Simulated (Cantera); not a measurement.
A freely propagating, adiabatic, planar premixed flame of 12.5 % CH4, 0.826 % C2H6, 0.450 % C3H8, 21.5 % O2, 64.7 % N2, equivalence ratio 1.4, unburnt at 700 K and 41000 Pa; mixture-averaged transport, grid criteria slope 0.08 and curve 0.16, no radiation.

Computed with Cantera and GRI-Mech 3.0 (53 species, 325 reactions). Burning velocities carry a grid error of a few per cent, more on coarse grids.

x: mole fraction of selected species; z is measured from the peak of heat release.

```
z (mm)  T (K)  u (m/s)     x CH4    x C2H6    x C3H8     x CO2      x NO    x C2H2
------  -----  -------  --------  --------  --------  --------  --------  --------
-1.97     700     1.99     0.125   0.00824   0.00449   1.22e-7     <1e-8   2.82e-8
-1.32     702     2.00     0.124   0.00820   0.00447   1.96e-6     <1e-8   4.23e-7
-0.987    712     2.05     0.122   0.00814   0.00444   1.71e-5   5.68e-8   3.45e-6
-0.658    783     2.28     0.115   0.00799   0.00429  0.000216   5.03e-7   4.00e-5
-0.329    [?]     3.64       [?]       [?]       [?]       [?]       [?]       [?]
-0.165   1615     5.00    0.0465   0.00290  0.000549   0.00813   1.14e-5   0.00149
0        1987     6.26    0.0147  0.000214   8.48e-6    0.0162   2.45e-5   0.00250
0.165    2190     6.95   0.00260   3.49e-6     <1e-8    0.0249   4.65e-5   0.00151
0.329    2262     7.18  0.000346   6.44e-8     <1e-8    0.0325   7.18e-5  0.000441
0.658    2291     7.25   6.60e-6     <1e-8     <1e-8    0.0415  0.000107   2.05e-5
1.32     2302     7.27   1.08e-8     <1e-8     <1e-8    0.0464  0.000130   7.59e-8
2.63     2315     7.30     <1e-8     <1e-8     <1e-8    0.0472  0.000140     <1e-8
5.27     2335     7.35     <1e-8     <1e-8     <1e-8    0.0473  0.000150     <1e-8
```

Task: Fill in the missing entries.

Result: 
- -0.329, T (K): 1206
- -0.329, x CH4: 0.0820
- -0.329, x C2H6: 0.00680
- -0.329, x C3H8: 0.00257
- -0.329, x CO2: 0.00298
- -0.329, x NO: 4.67e-6
- -0.329, x C2H2: 0.000519
